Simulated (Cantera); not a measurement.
## Equilibrium for silicon oxide and oxynitride deposition: TEOS + O2 + N2

A closed system holds: 1 mol TEOS, 1.1 mol O2, 26 mol N2, at 3300 Pa.

Cantera equilibrium calculation (NASA polynomials, part measured and part estimated; ideal gas, pure solids and liquids). Candidate condensed phases: C, C6H6, C7H8, C8H18, H2O, Si, SiC, SiO2, Si2N2O, Si3N4; 151 gas species. The feed counts by its element totals alone. Rates play no part.

```csv
T (K),log p N2,log p H2,log p CO,log p CO2,log p H2O,n C(graphite),n SiO2(α-quartz),n SiO2(β-quartz)
800,-1.66,-2.10,-2.66,-3.32,-3.39,4.74,1.00,0
825,-1.66,-2.10,-2.58,-3.51,-3.58,4.42,1.00,0
850,-1.67,-2.09,-2.53,-3.73,-3.78,4.18,0,1.00
875,-1.67,-2.09,-2.50,-3.97,-3.98,4.02,0,1.00
900,-1.67,-2.09,-2.48,-4.22,-4.19,3.93,0,1.00
925,-1.67,-2.09,-2.48,-4.47,-4.39,3.87,0,1.00
950,-1.67,-2.09,-2.47,-4.72,-4.59,3.84,0,1.00
```
log p: log10 of the partial pressure in bar; n: condensed amount in mol.

From 800 K to 825 K the condensed part is C(graphite) + SiO2(α-quartz). From 850 K to 950 K the condensed part is C(graphite) + SiO2(β-quartz).
